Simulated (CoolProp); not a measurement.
Octamethyltrisiloxane (MDM) at 298.15 K and 0.152 MPa is throttled through a valve to 0.0745 MPa with no heat exchange. Each further row changes one setting.

Computed with CoolProp (reference Helmholtz-energy equation of state, Thol 2017).

```csv
case,temperature change (K)
as stated,+0.0
outlet pressure 0.0223 MPa,+0.1
outlet pressure 0.0969 MPa,+0.0
```
